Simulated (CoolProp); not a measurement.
A Linde-Hampson liquefier for oxygen: isothermal reversible compression at 280 K from 1 atm to 30 MPa, throttling to 1 atm, return gas leaving the recuperator 2 K below the feed. Each further row changes one setting.

Computed with CoolProp (reference Helmholtz-energy equation of state, Schmidt 1985).

| case | liquid yield per pass | compression work (kJ/kg of gas) |
|---|---|---|
| as stated | 0.162 | 402 |
| high pressure 60 MPa | 0.190 | 457 |
| warm-end temperature 310 K | 0.121 | 452 |
| warm-end gap 7 K | 0.152 | 402 |

Above 300 K oxygen's equation is extrapolated.
